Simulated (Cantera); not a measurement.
What does this Cantera script print?

```python
import numpy as np
import cantera as ct

gas_names = """
    Cu CuF CuF2 Cu2 F F2 H HF H2 H2F2 H3F3 H4F4 H5F5 H6F6 H7F7
""".split()
cond_names = """
    Cu(cr) Cu(L) CuF2(s) CuF2(L)
""".split()


# ... load() reads the species with a 1 bar reference pressure and builds the phases ...
atoms = {
    'Cu': {'Cu': 1},
    'HF': {'H': 1, 'F': 1},
    'H2': {'H': 2},
}
top_T = {}  # K; cautious upper limits of use, not melting points


# ... equilibrate(T, P, feed) seeds the gas with the atoms and calls Mixture.equilibrate('TP', solver="vcs", rtol=1e-11, max_steps=5000) ...
results = []
T = 1350  # K
P = 10000  # Pa
for m in [1.1, 1.5, 2, 2.7, 3.6, 4.8, 6.4, 8.5, 11, 15, 20, 27, 36]:
    feed = {'Cu': 1, 'HF': 6.4, 'H2': m}  # mol
    mix = equilibrate(T, P, feed)
    results.append((T, P, feed, dict(zip(mix.species_names, mix.species_moles))))
    x = sorted(zip(gas.X, gas.species_names), reverse=True)
    print(f"T = {T:g} K  P = {P:g} Pa  n(H2) = {m:g} mol  gas = {mix.phase_moles(0):.4g} mol")
    print("   x: " + "  ".join(f"{s} {v:.3e}" for v, s in x if v > 1e-06))
    print("   condensed (mol): " + ("  ".join(f"{mix.phase(i).name} {mix.phase_moles(i):.4g}"
          for i in range(1, mix.n_phases) if mix.phase_moles(i) > 1e-12) or "none"))
```

Output:

```
T = 1350 K  P = 10000 Pa  n(H2) = 1.1 mol  gas = 7.5 mol
   x: HF 8.533e-01  H2 1.467e-01  CuF 1.054e-05  Cu 4.892e-06  H 2.886e-06  H2F2 1.187e-06
   condensed (mol): Cu(cr) 0.9999
T = 1350 K  P = 10000 Pa  n(H2) = 1.5 mol  gas = 7.9 mol
   x: HF 8.101e-01  H2 1.899e-01  CuF 8.797e-06  Cu 4.892e-06  H 3.284e-06  H2F2 1.070e-06
   condensed (mol): Cu(cr) 0.9999
T = 1350 K  P = 10000 Pa  n(H2) = 2 mol  gas = 8.4 mol
   x: HF 7.619e-01  H2 2.381e-01  CuF 7.388e-06  Cu 4.892e-06  H 3.677e-06
   condensed (mol): Cu(cr) 0.9999
T = 1350 K  P = 10000 Pa  n(H2) = 2.7 mol  gas = 9.1 mol
   x: HF 7.033e-01  H2 2.967e-01  CuF 6.109e-06  Cu 4.892e-06  H 4.105e-06
   condensed (mol): Cu(cr) 0.9999
T = 1350 K  P = 10000 Pa  n(H2) = 3.6 mol  gas = 10 mol
   x: HF 6.400e-01  H2 3.600e-01  CuF 5.047e-06  Cu 4.892e-06  H 4.522e-06
   condensed (mol): Cu(cr) 0.9999
T = 1350 K  P = 10000 Pa  n(H2) = 4.8 mol  gas = 11.2 mol
   x: HF 5.714e-01  H2 4.286e-01  H 4.934e-06  Cu 4.892e-06  CuF 4.130e-06
   condensed (mol): Cu(cr) 0.9999
T = 1350 K  P = 10000 Pa  n(H2) = 6.4 mol  gas = 12.8 mol
   x: H2 5.000e-01  HF 5.000e-01  H 5.329e-06  Cu 4.892e-06  CuF 3.346e-06
   condensed (mol): Cu(cr) 0.9999
T = 1350 K  P = 10000 Pa  n(H2) = 8.5 mol  gas = 14.9 mol
   x: H2 5.705e-01  HF 4.295e-01  H 5.692e-06  Cu 4.892e-06  CuF 2.691e-06
   condensed (mol): Cu(cr) 0.9999
T = 1350 K  P = 10000 Pa  n(H2) = 11 mol  gas = 17.4 mol
   x: H2 6.322e-01  HF 3.678e-01  H 5.992e-06  Cu 4.892e-06  CuF 2.189e-06
   condensed (mol): Cu(cr) 0.9999
T = 1350 K  P = 10000 Pa  n(H2) = 15 mol  gas = 21.4 mol
   x: H2 7.009e-01  HF 2.991e-01  H 6.310e-06  Cu 4.892e-06  CuF 1.690e-06
   condensed (mol): Cu(cr) 0.9999
T = 1350 K  P = 10000 Pa  n(H2) = 20 mol  gas = 26.4 mol
   x: H2 7.576e-01  HF 2.424e-01  H 6.560e-06  Cu 4.892e-06  CuF 1.318e-06
   condensed (mol): Cu(cr) 0.9998
T = 1350 K  P = 10000 Pa  n(H2) = 27 mol  gas = 33.4 mol
   x: H2 8.084e-01  HF 1.916e-01  H 6.776e-06  Cu 4.892e-06  CuF 1.008e-06
   condensed (mol): Cu(cr) 0.9998
T = 1350 K  P = 10000 Pa  n(H2) = 36 mol  gas = 42.4 mol
   x: H2 8.490e-01  HF 1.509e-01  H 6.944e-06  Cu 4.892e-06
   condensed (mol): Cu(cr) 0.9998
```

These are equilibrium values from Cantera (NASA tables, ideal gas, pure condensed phases), not measurements of a reactor.
